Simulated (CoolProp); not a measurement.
Computed with CoolProp (reference Helmholtz-energy equation of state, Gedanitz 2015).

Problem. Give the vapour pressure (MPa), surface tension (mN/m), liquid conductivity (mW/(m K)) of saturated cyclopentane at 101.05 °C.

Solution. 
| T (°C) | p (MPa) | surface tension (mN/m) | liquid conductivity (mW/(m K)) |
|---|---|---|---|
| 101.05 | 0.427 | 11.9 | 99.6 |

Thermal conductivity comes from a separate model (Vassiliou 2015). Surface tension comes from a separate correlation (Mulero 2014).
